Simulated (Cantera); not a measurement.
Source: NASA polynomial tables (part measured, part estimated), evaluated in Cantera. Values are per mole of reaction as written; species without (g) are pure solids or liquids, kept so even where they would boil at 1 bar. VN: taken at fixed stoichiometry.

N₂O(g) + H₂O(g) + 2 V → 2 VN + H₂O₂(g)

| T (K) | ΔH° (kJ) | ΔS° (J/K) | ΔG° (kJ) | log10 K |
|---|---|---|---|---|
| 300 | ___ | ___ | ___ | ___ |
| 1098 | -402.8 | -147.5 | -240.9 | 11.46 |
| 1148 | ___ | ___ | ___ | ___ |
| 1198 | ___ | ___ | ___ | ___ |
| 1248 | -400.8 | -145.8 | -218.9 | 9.16 |
| 1298 | -400.2 | -145.3 | -211.6 | 8.52 |
| 1348 | -399.6 | -144.8 | -204.4 | 7.92 |

Q: Complete the blanks.

A: 
- 300, ΔH° (kJ): -410.4
- 300, ΔS° (J/K): -157.6
- 300, ΔG° (kJ): -363.1
- 300, log10 K: 63.22
- 1148, ΔH° (kJ): -402.1
- 1148, ΔS° (J/K): -146.9
- 1148, ΔG° (kJ): -233.5
- 1148, log10 K: 10.63
- 1198, ΔH° (kJ): -401.5
- 1198, ΔS° (J/K): -146.3
- 1198, ΔG° (kJ): -226.2
- 1198, log10 K: 9.86
